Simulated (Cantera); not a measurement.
Cantera run, input and output.

```python
import numpy as np
import cantera as ct

gas = ct.Solution("gri30.yaml")
gas.TPX = 1225, 630000, {'CO': 1, 'H2': 1.5, 'O2': 0.781, 'N2': 8.59, 'H2O': 2.7, 'CO2': 0.038}
reactor = ct.IdealGasReactor(gas, energy="on", clone=False)
net = ct.ReactorNet([reactor])
net.rtol, net.atol = 1e-08, 1e-16
show = ['CO', 'H2', 'O2', 'H2O2', 'H2O']
times = np.geomspace(1e-06, 5, 10)

steps = ct.SolutionArray(gas, extra=["t"])
rows = []
print(f"{'t/s':>10s}{'T/K':>9s}{'P/Pa':>11s}" + "".join(f"{s:>11s}" for s in show))
for t in times:
    while net.time < t:
        t_next = net.step()
        steps.append(gas.state, t=t_next)
    rows.append([np.interp(t, steps.t, y) for y in (steps.T, steps.P, *steps(*show).X.T)])
    print(f"{t:10.3e}{rows[-1][0]:9.1f}{rows[-1][1]:11.4g}" + "".join(f"{x:11.3e}" for x in rows[-1][2:]))
rate = np.gradient(steps.T, steps.t)
print("integrator steps:", len(steps.t))
if steps.T.max() > steps.T[0] + 200:
    print(f"time of steepest temperature rise: {steps.t[rate.argmax()]:.4e} s")
gas.TPX = 1225, 630000, {'CO': 1, 'H2': 1.5, 'O2': 0.781, 'N2': 8.59, 'H2O': 2.7, 'CO2': 0.038}
gas.equilibrate("UV")
print(f"equilibrium (UV): T = {gas.T:.1f} K  " + "  ".join(f"{s} {gas[s].X[0]:.3e}" for s in show))
```

It prints:

```
       t/s      T/K       P/Pa         CO         H2         O2       H2O2        H2O
 1.000e-06   1225.0    6.3e+05  6.845e-02  1.027e-01  5.346e-02  1.787e-11  1.848e-01
 5.550e-06   1225.0    6.3e+05  6.845e-02  1.027e-01  5.346e-02  1.020e-09  1.848e-01
 3.081e-05   1225.0    6.3e+05  6.845e-02  1.027e-01  5.346e-02  4.749e-08  1.848e-01
 1.710e-04   1314.9  6.727e+05  6.748e-02  9.389e-02  4.816e-02  1.041e-04  1.947e-01
 9.491e-04   2138.4  1.041e+06  3.094e-02  3.689e-02  2.995e-06  4.248e-09  2.665e-01
 5.268e-03   2138.4  1.041e+06  3.094e-02  3.689e-02  2.994e-06  4.247e-09  2.665e-01
 2.924e-02   2138.3  1.041e+06  3.094e-02  3.689e-02  2.990e-06  4.243e-09  2.665e-01
 1.623e-01   2138.1  1.041e+06  3.094e-02  3.690e-02  2.981e-06  4.234e-09  2.665e-01
 9.008e-01   2138.1  1.041e+06  3.094e-02  3.691e-02  2.980e-06  4.233e-09  2.665e-01
 5.000e+00   2138.1  1.041e+06  3.094e-02  3.691e-02  2.980e-06  4.233e-09  2.665e-01
integrator steps: 1592
time of steepest temperature rise: 1.7882e-04 s
equilibrium (UV): T = 2138.1 K  CO 3.094e-02  H2 3.691e-02  O2 2.980e-06  H2O2 4.233e-09  H2O 2.665e-01
```

Model: GRI-Mech 3.0 (53 species, 325 reactions), integrated in Cantera. The hydrogen kinetics of GRI-Mech 3.0 are dated; newer H2 mechanisms differ, most at raised pressure.
